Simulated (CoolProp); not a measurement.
Vapour-liquid equilibrium of CH2F2 (R32) (1) + R142b (2) at 1340 kPa; x and y are mole fractions of (1).

Model: multi-fluid Helmholtz-energy mixture model, Tillner-Roth 1997 and Lemmon 2006; pair parameters Bell 2016, in CoolProp.

```tsv
x	bubble temperature (K)	y at the bubble point	dew temperature at overall composition x (K)	liquid density (mol/L)
0.05	345.6	0.139	349.6	9.874
0.15	334.3	0.368	345.1	10.63
0.25	324.6	0.537	340.3	11.40
0.35	316.7	0.658	335.2	12.19
0.45	310.3	0.745	329.8	13.00
0.55	305.1	0.810	323.8	13.86
0.65	300.8	0.860	317.2	14.79
0.75	297.2	0.903	309.9	15.83
0.85	294.0	0.942	301.7	17.00
0.95	291.1	0.980	293.4	18.36
```

No azeotrope shows between x = 0.05 and 0.95.

Pair parameters are fitted to limited data, so mixtures are less certain than the pure fluids. The gap from Raoult's law changes sign with composition, which may be real or a fault of the pair parameters; it wasn't checked against measurements.
